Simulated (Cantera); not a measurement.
SiC + Si + N₂ + C (sublimation and decomposition of ceramics)

Feed: 1 mol SiC, 0.35 mol Si, 0.012 mol N₂, 0.93 mol C, equilibrated at 1.90e-5 bar.

Equilibrium computed with Cantera from the NASA thermochemical tables; the gas is ideal and each condensed phase is pure. Candidate condensed phases: C, Si, SiC, Si₃N₄; 20 gas species. The tables' values for SiN are old estimates; treat these amounts as uncertain. Equilibrium is a limit: real reactors are often held back by kinetics, nucleation or transport.

```
T (K)  log p N₂  log p Si  log p C  log p SiC₂  log p C₃  log p C₂  log p Si₂C  n C(graphite)  n SiC(s)
-----  --------  --------  -------  ----------  --------  --------  ----------  -------------  --------
1748      -4.72     -7.56   -13.22       -9.53    -13.65    -14.74       -9.66          0.580      1.35
1848      -4.73     -6.73   -12.06       -8.45    -12.32    -13.40       -8.59          0.580      1.35
1948      -4.75     -5.98   -11.02       -7.47    -11.13    -12.20       -7.64          0.581      1.35
2048      -4.87     -5.31   -10.08       -6.60    -10.06    -11.13       -6.78          0.584      1.35
2148      -6.76     -4.77    -9.23       -5.88     -9.09    -10.15       -6.16           1.70         0
2248      -6.78     -4.78    -8.45       -5.72     -8.20     -9.26       -6.58           1.64         0
2348      -6.79     -4.79    -7.75       -5.58     -7.40     -8.45       -6.98           1.54         0
2448      -6.82     -4.82    -7.10       -5.47     -6.66     -7.70       -7.38           1.38         0
2548      -6.90     -4.87    -6.50       -5.40     -5.99     -7.02       -7.80           1.02         0
2648      -7.10     -4.99    -5.97       -5.46     -5.45     -6.44       -8.34              0         0
2748      -7.21     -4.97    -5.66       -5.73     -5.45     -6.24       -8.78              0         0
2848      -7.33     -4.99    -5.39       -6.06     -5.55     -6.12       -9.27              0         0
```
log p: log10 of the partial pressure in bar; n: condensed amount in mol.

From 1748 K to 2048 K the condensed part is C(graphite) + SiC(s). From 2148 K to 2548 K the condensed part is C(graphite). From 2648 K to 2848 K nothing is condensed. The main Si-bearing gas is Si throughout.
